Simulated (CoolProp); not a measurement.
Vapour-liquid equilibrium of cyclopentane (1) + octamethylcyclotetrasiloxane (D4) (2) at 0.161 MPa; x and y are mole fractions of (1).

Values from CoolProp's multi-fluid Helmholtz-energy mixture model, Gedanitz 2015 and Thol 2015; pair parameters Bell 2016.

| x | bubble temperature, mixture model (°C) | bubble temperature, Raoult's law (°C) | y, mixture model | y, Raoult's law |
|---|---|---|---|---|
| 0.05 | 180.7 | 168.6 | ? | 0.503 |
| 0.15 | 154.1 | 135.5 | 0.681 | 0.831 |
| 0.25 | 132.3 | 115.8 | 0.854 | 0.925 |
| 0.35 | 115.4 | 102.5 | ? | 0.961 |
| 0.45 | ? | 92.8 | 0.965 | 0.978 |
| 0.55 | 91.9 | 85.2 | 0.982 | 0.987 |
| 0.65 | 83.5 | 79.1 | 0.991 | 0.993 |
| 0.75 | 76.5 | 74.0 | 0.995 | 0.996 |
| 0.85 | 70.8 | 69.6 | 0.998 | 0.998 |
| 0.95 | 66.0 | 65.8 | ? | 0.999 |

**Question.** Complete the blanks.

**Answer.** 
- 0.05, y, mixture model: 0.300
- 0.35, y, mixture model: 0.930
- 0.45, bubble temperature, mixture model (°C): 102.3
- 0.95, y, mixture model: 1.000

The largest gap from Raoult's law is +18.6 K in bubble temperature, at x = 0.15. No azeotrope shows between x = 0.05 and 0.95.

The pair parameters rest on a limited set of measurements; away from them the model extrapolates. With so large a gap from Raoult's law the liquid may split in two, which this calculation doesn't test in full.
